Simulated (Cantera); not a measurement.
A closed system holds: 1 mol CH2F2, 0.025 mol HCl, held at 0.00825 Torr.

These are equilibrium values from Cantera (NASA tables, ideal gas, pure condensed phases), not measurements of a reactor. Candidate condensed phases: C, C6H6, C7H8, C8H18; 118 gas species. Rates play no part. All values below are at 1352 °C.

Base state: HF 0.985, HCl 0.00858, Cl 0.00374, H2 0.00148, H 0.000818, F 3.44e-5 (mole fractions); condensed: C(graphite).

Question: What changes in the equilibrium state with this change: CH2F2 replaced by CF4?

Answer: 
```tsv
species	before	after
CF4	<1e-9	0.825
F	3.44e-5	0.0795
CF2	1.61e-8	0.0498
HF	0.985	0.0219
Cl	0.00374	0.0219
CF3	<1e-9	0.00166
H2	0.00148	<1e-9
H	0.000818	7.88e-9
HCl	0.00858	4.85e-7
C(graphite), mol	1.00	0
```
Gases not in the tables: C2F6 and larger saturated fluorocarbons.

Question: What changes in the equilibrium state with this change: HCl from 0.025 to 0.047 mol?

Answer: 
```json
[
 {"species": "HF", "before": "0.985", "after": "0.974"},
 {"species": "HCl", "before": "0.00858", "after": "0.0171"},
 {"species": "Cl", "before": "0.00374", "after": "0.00583"},
 {"species": "H2", "before": "0.00148", "after": "0.00240"},
 {"species": "F", "before": "3.44e-5", "after": "2.67e-5"},
 {"species": "H", "before": "0.000818", "after": "0.00104"},
 {"species": "C(graphite), mol", "before": "1.00", "after": "1.00"}
]
```
